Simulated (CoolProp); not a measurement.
Vapour-liquid equilibrium of cyclohexane (1) + p-xylene (2) at 308.3 K; x and y are mole fractions of (1).

Computed with CoolProp (multi-fluid Helmholtz-energy mixture model, Zhou 2014 and Zhou 2012; pair parameters Bell 2016).

```
x      bubble pressure, mixture model (bar)  bubble pressure, Raoult's law (bar)  y, mixture model  y, Raoult's law
-----  ------------------------------------  -----------------------------------  ----------------  ---------------
0.05                                0.03415                              0.02970             0.425            0.340
0.125                               0.05281                              0.04331             0.655            0.583
0.2                                 0.06970                              0.05692             0.758            0.710
0.275                               0.08507                              0.07053             0.818            0.788
0.35                                0.09917                              0.08415             0.857            0.841
0.425                                0.1122                              0.09776             0.885            0.879
0.5                                  0.1245                               0.1114             0.907            0.907
0.575                                0.1362                               0.1250             0.925            0.930
0.65                                 0.1476                               0.1386             0.941            0.948
0.725                                0.1588                               0.1522             0.954            0.963
0.8                                  0.1701                               0.1658             0.967            0.975
0.875                                0.1817                               0.1794             0.980            0.986
0.95                                 0.1937                               0.1930             0.992            0.995
```

The largest gap from Raoult's law is +22.5 % in bubble pressure, at x = 0.2. No azeotrope shows between x = 0.05 and 0.95.

Pair parameters are fitted to limited data, so mixtures are less certain than the pure fluids.
